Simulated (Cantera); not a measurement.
Low-pressure radical oxidation in H2/O2

An isothermal, constant-pressure homogeneous reactor starts with 4.76 % H₂, 95.2 % O₂, at 1200 K and 20.0 Torr.

Cantera simulation using the H2/O2 subset of GRI-Mech 3.0, which has no nitrogen chemistry; the numbers are that mechanism's predictions, not measurements. Radical loss at walls, strong at low pressure, is not modelled. The temperature is held fixed by assumption; the heat of reaction is taken as removed at once.

| t (s) | x H₂ | x O₂ | x H₂O | x H | x H₂O₂ |
|---|---|---|---|---|---|
| 1.00e-5 | 0.0476 | 0.952 | 1.58e-11 | 6.85e-10 | <1e-12 |
| 3.15e-5 | 0.0476 | 0.952 | 3.77e-10 | 1.73e-9 | <1e-12 |
| 9.90e-5 | 0.0476 | 0.952 | 7.74e-9 | 5.99e-9 | 3.15e-12 |
| 0.000312 | 0.0476 | 0.952 | 3.39e-7 | 1.13e-7 | 3.17e-11 |
| 0.000981 | 0.0445 | 0.950 | 0.00226 | 0.000712 | 2.23e-8 |
| 0.00309 | 0.000723 | 0.921 | 0.0427 | 0.00574 | 1.65e-7 |
| 0.00972 | 0.000410 | 0.934 | 0.0455 | 0.00237 | 1.66e-7 |
| 0.0306 | 0.000114 | 0.946 | 0.0477 | 0.000338 | 1.39e-7 |
| 0.0962 | 1.68e-5 | 0.950 | 0.0485 | 1.92e-5 | 7.47e-8 |
| 0.303 | 2.18e-6 | 0.951 | 0.0487 | 9.21e-7 | 2.68e-8 |
| 0.953 | 3.47e-7 | 0.951 | 0.0487 | 6.03e-8 | 8.01e-9 |
| 3.00 | 7.12e-8 | 0.951 | 0.0488 | 5.73e-9 | 2.32e-9 |
x: mole fraction; the columns are a selection and need not sum to one.

Equilibrium at this temperature and pressure: H₂ 3.92e-9, O₂ 0.951, H₂O 0.0488, H 7.62e-11, H₂O₂ 1.86e-10 (gas phase only).
